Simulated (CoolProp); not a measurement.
Model: reference Helmholtz-energy equation of state, Lemmon 2013, in CoolProp.

### Question
For propylene, give the phase and the cp (kJ/(kg K)), conductivity (mW/(m K)) at 91.55 °C and 1.01 bar; 98.15 °C and 1.01 bar.

### Answer
- 91.55 °C and 1.01 bar: gas; cp 1.79, conductivity 24.5
- 98.15 °C and 1.01 bar: gas; cp 1.81, conductivity 25.3

Thermal conductivity comes from a separate model (Huber 2003), an estimate that may be off by 10 % or more.
